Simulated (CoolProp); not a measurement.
Vapour-liquid equilibrium of propylene (1) + dimethyl ether (2) at 69.2 kPa; x and y are mole fractions of (1).

Model: multi-fluid Helmholtz-energy mixture model, Lemmon 2013 and Wu 2011; pair parameters Bell 2016, in CoolProp.

```csv
x,"bubble temperature, mixture model (°C)","bubble temperature, Raoult's law (°C)","y, mixture model","y, Raoult's law"
0.05,…,-35.0,…,0.126
0.125,-38.8,-37.4,0.326,0.285
0.2,…,-39.6,0.456,0.415
0.275,-43.7,-41.7,…,0.523
0.35,-45.7,-43.6,0.635,0.612
0.425,-47.3,-45.4,0.699,0.688
0.5,-48.8,-47.0,0.752,0.751
0.575,-50.1,-48.6,…,0.806
0.65,-51.2,-50.0,0.839,0.852
0.725,-52.3,-51.4,0.876,0.892
0.8,…,-52.6,0.910,0.927
0.875,…,-53.8,0.944,0.958
0.95,-55.1,-54.9,0.977,0.984
```

Fill in the missing entries.


- 0.05, bubble temperature, mixture model (°C): -35.6
- 0.05, y, mixture model: 0.151
- 0.2, bubble temperature, mixture model (°C): -41.5
- 0.275, y, mixture model: 0.556
- 0.575, y, mixture model: 0.798
- 0.8, bubble temperature, mixture model (°C): -53.3
- 0.875, bubble temperature, mixture model (°C): -54.2

The largest gap from Raoult's law is -2.1 K in bubble temperature, at x = 0.35. No azeotrope shows between x = 0.05 and 0.95.

Pair parameters are fitted to limited data, so mixtures are less certain than the pure fluids.
